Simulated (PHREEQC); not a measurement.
Dissolve 5.2 mmol/kgw Cd(NO3)2 at 75 °C. Closed to the air; pH follows from the charge balance.

Equilibrium calculation in PHREEQC: ion-association model, phreeqc.dat.

This is a speciation only: nothing precipitates in the calculation.

Question: Predict the pH, specific conductance.

Answer: pH 5.60; specific conductance 2680 µS/cm.

At this temperature some constants are extrapolated from 25 °C, and those without enthalpy data are left unchanged.
